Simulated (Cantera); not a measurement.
A closed system holds: 1 mol TiO2, 5.2 mol C, 0.025 mol CO, at 230000 Pa.

Equilibrium computed with Cantera from the NASA thermochemical tables; the gas is ideal and each condensed phase is pure. Candidate condensed phases: C, Ti, TiC, TiO, TiO2, Ti2O3, Ti3O5, Ti4O7; 15 gas species. TiC: taken at fixed stoichiometry. Kinetics and transport are ignored.

x: gas mole fraction; n: condensed amount in mol.

```csv
T (K),x CO,x CO2,x Ti,x C2O,x TiO,x C3,n C(graphite),n Ti3O5(s),n TiC(s)
1498,0.998,0.00155,<1e-12,<1e-12,<1e-12,<1e-12,4.87,0.333,0
1598,0.999,0.000678,<1e-12,4.32e-12,5.13e-12,<1e-12,4.87,0.333,0
1698,1.000,0.000329,<1e-12,2.60e-11,1.12e-10,<1e-12,2.20,0,1.00
1798,1.000,0.000174,___,1.28e-10,4.28e-10,<1e-12,2.20,0,1.00
1898,1.000,9.85e-5,___,5.32e-10,1.42e-9,<1e-12,2.20,0,1.00
1998,1.000,5.94e-5,___,1.92e-9,4.17e-9,1.15e-11,2.20,0,1.00
2098,1.000,3.77e-5,___,6.13e-9,1.10e-8,1.20e-10,2.20,0,1.00
2198,1.000,2.50e-5,___,1.76e-8,2.66e-8,1.01e-9,2.20,0,1.00
2298,1.000,1.73e-5,___,4.61e-8,5.95e-8,7.01e-9,2.20,0,1.00
2398,1.000,1.23e-5,___,1.11e-7,1.24e-7,4.12e-8,2.20,0,1.000
2498,1.000,9.07e-6,___,2.51e-7,2.44e-7,2.09e-7,2.20,0,1.000
```

Q: Complete the blanks.

A: 
- 1798, x Ti: 4.26e-12
- 1898, x Ti: 4.13e-11
- 1998, x Ti: 3.19e-10
- 2098, x Ti: 2.02e-9
- 2198, x Ti: 1.08e-8
- 2298, x Ti: 4.96e-8
- 2398, x Ti: 2.01e-7
- 2498, x Ti: 7.25e-7
